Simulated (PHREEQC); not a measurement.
Dissolve 0.0099 mol H3AsO4, 0.44 mol H3PO4 and 0.052 mol CaCl2 per kg of water at 45 °C. Closed to the air; pH follows from the charge balance.

Computed with PHREEQC (ion-association model, wateq4f.dat).

This is a speciation only: nothing precipitates in the calculation.

Task: Estimate the pH.

Result: pH 1.25.

Task: In which forms is As present?

Result: H3AsO4 90 %, H2AsO4- 9.5 % of the As.

H3PO4, which wateq4f.dat lacks, is added to it with the constant of phreeqc.dat. Away from 25 °C the constants follow the database's enthalpies or fits; those with neither stay at their 25 °C values. The database has no arsenate complexes of Ca.
